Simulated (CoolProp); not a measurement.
A single-stage vapour-compression cycle with c-C4F8 (RC318): evaporating at 285.15 K (dew point), condensing at 339.15 K (bubble point), superheat 2 K, subcooling 5 K, compressor efficiency 0.8, no pressure losses. Each further row changes one setting.

The numbers come from the reference Helmholtz-energy equation of state, Platzer 1990 in CoolProp. This equation is an older, rougher fit; its heat capacities, sound speeds and derivatives of the liquid may be far off and weren't checked against measurements.

| case | cooling COP | pressure ratio | discharge temperature (K) | refrigerating effect (kJ/kg) | volumetric capacity (kJ/m³) |
|---|---|---|---|---|---|
| as stated | ___ | 4.82 | 339.1 | 55.2 | 1000 |
| evaporating temperature 290.15 K | 3.22 | ___ | 339.1 | ___ | 1260 |
| condensing temperature 334.15 K | 3.24 | 4.26 | 334.2 | 61.2 | 1110 |
| subcooling 10 K | 3.02 | 4.82 | 339.1 | 61.3 | 1110 |
| superheat 12 K | 2.88 | 4.82 | 339.1 | 63.2 | 1100 |
| compressor efficiency 0.7 | 2.38 | 4.82 | 339.1 | 55.2 | 1000 |

Question: Fill in the missing entries.

Answer: 
- as stated, cooling COP: 2.72
- evaporating temperature 290.15 K, pressure ratio: 4.05
- evaporating temperature 290.15 K, refrigerating effect (kJ/kg): 58.6

The compression ends wet for: as stated; evaporating temperature 290.15 K; condensing temperature 334.15 K; subcooling 10 K; superheat 12 K; compressor efficiency 0.7.
